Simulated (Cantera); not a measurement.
Source: NASA polynomial tables (part measured, part estimated), evaluated in Cantera. Values are per mole of reaction as written; species without (g) are pure solids or liquids, kept so even where they would boil at 1 bar.

2 N(g) + 2 AlBr3(g) → 2 AlN + 3 Br2(g)

```csv
T (K),ΔH° (kJ),ΔS° (J/K),ΔG° (kJ),log10 K
300,-667.7,-229.0,-599.1,104.30
1873,-664.3,-233.3,-227.3,6.34
1923,-663.7,-233.0,-215.6,5.86
1973,?,?,?,?
2023,-662.4,-232.4,-192.3,4.97
2073,-661.7,-232.0,-180.7,4.55
2123,?,?,?,?
2173,-660.3,-231.4,-157.5,3.79
2223,-659.6,-231.0,-146.0,3.43
2273,-658.8,-230.7,-134.4,3.09
2323,?,?,?,?
2373,-657.2,-230.0,-111.4,2.45
```

Question: Complete the blanks.

Answer: 
- 1973, ΔH° (kJ): -663.0
- 1973, ΔS° (J/K): -232.7
- 1973, ΔG° (kJ): -204.0
- 1973, log10 K: 5.40
- 2123, ΔH° (kJ): -661.0
- 2123, ΔS° (J/K): -231.7
- 2123, ΔG° (kJ): -169.1
- 2123, log10 K: 4.16
- 2323, ΔH° (kJ): -658.0
- 2323, ΔS° (J/K): -230.4
- 2323, ΔG° (kJ): -122.9
- 2323, log10 K: 2.76
